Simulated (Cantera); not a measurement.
Feed: 1 mol trisilylamine, 0.84 mol N2, equilibrated at 1623.15 K and 0.0270 bar.

Cantera equilibrium calculation (NASA polynomials, part measured and part estimated; ideal gas, pure solids and liquids). Candidate condensed phases: Si, Si3N4; 18 gas species. The feed counts by its element totals alone. Mutual solubility and eutectic melting of coexisting phases are not modelled. Kinetics and transport are ignored.

Base state: H2 0.983, N2 0.0164, H 0.000418 (mole fractions); condensed: Si(s) + Si3N4(s).

Q: What changes in the equilibrium state with this change: temperature from 1623.15 K to 1898 K?

A: 
| species | before | after |
|---|---|---|
| H2 | 0.983 | 0.766 |
| N2 | 0.0164 | 0.229 |
| H | 0.000418 | 0.00416 |
| Si | 5.81e-6 | 0.000455 |
| SiN | 9.68e-8 | 1.20e-5 |
| Si2N | 1.66e-7 | 1.74e-5 |
| SiH | 1.90e-6 | 5.71e-5 |
| SiH2 | 6.37e-6 | 4.41e-5 |
| Si(s), mol | 1.10 | 0 |
| Si3N4(s), mol | 0.632 | 0 |
| Si(l), mol | 0 | 3.00 |
The tables' values for SiN are old estimates; treat these amounts as uncertain. Gases not in the tables: Si2H6 and higher silanes.

Q: What changes in the equilibrium state with this change: temperature from 1623.15 K to 1700 K?

A: 
```csv
species,before,after
H2,0.983,0.941
N2,0.0164,0.0578
H,0.000418,0.000870
Si,5.81e-6,2.51e-5
SiH2,6.37e-6,1.34e-5
"Si(s), mol",1.10,0
"Si3N4(s), mol",0.632,0.532
"Si(l), mol",0,1.40
```
Gases not in the tables: Si2H6 and higher silanes.

Q: What changes in the equilibrium state with this change: temperature from 1623.15 K to 1950 K?

A: 
```tsv
species	before	after
H2	0.983	0.764
N2	0.0164	0.229
H	0.000418	0.00610
Si	5.81e-6	0.000882
SiN	9.68e-8	2.04e-5
Si2N	1.66e-7	2.81e-5
SiH	1.90e-6	9.69e-5
SiH2	6.37e-6	6.06e-5
Si(s), mol	1.10	0
Si3N4(s), mol	0.632	0
Si(l), mol	0	2.99
```
The tables' values for SiN are old estimates; treat these amounts as uncertain. Gases not in the tables: Si2H6 and higher silanes.
